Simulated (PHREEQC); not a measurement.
NaCl is added in steps, without added water, to 1 kg of water holding 0.069 mol HF, 0.22 mol KF and 0.05 mol H2SO4, at 20 °C. O2 is buffered at 0.21 atm. The system is closed to CO2. Solids allowed: Halite, Sylvite. Others were left out.

Base run: PHREEQC, ion-association model, phreeqc.dat. Each further column changes one thing. The table gives pH.

```csv
NaCl added (mol),base,HF from 0.069 to 0.0759 mol/kgw,diluted 10-fold with water,temperature from 20 to 15 °C,no solid may form
0,2.78,2.76,3.00,2.75,2.78
0.06719,2.76,2.73,2.95,2.72,2.76
0.1478,2.73,2.71,2.91,2.70,2.73
0.215,2.71,2.69,2.89,2.68,2.71
0.2822,2.69,2.67,2.87,2.66,2.69
0.3628,2.67,2.65,2.85,2.64,2.67
0.43,2.66,2.64,2.83,2.62,2.66
```
